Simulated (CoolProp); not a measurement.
Vapour-liquid equilibrium of propane (1) + cyclohexane (2) at 59.95 °C; x and y are mole fractions of (1).

Model: multi-fluid Helmholtz-energy mixture model, Lemmon 2009 and Zhou 2014; pair parameters Bell 2016, in CoolProp.

Q: Give the bubble pressure and the first vapour's composition at x = 0.2, 0.5, 0.8. Is there an azeotrope?

A: x = 0.2: 0.4754 MPa, y = 0.897; x = 0.5: 1.064 MPa, y = 0.961; x = 0.8: 1.630 MPa, y = 0.984. No azeotrope shows between x = 0.05 and 0.95.

The pair parameters rest on a limited set of measurements; away from them the model extrapolates. The gap from Raoult's law changes sign with composition, which may be real or a fault of the pair parameters; it wasn't checked against measurements.
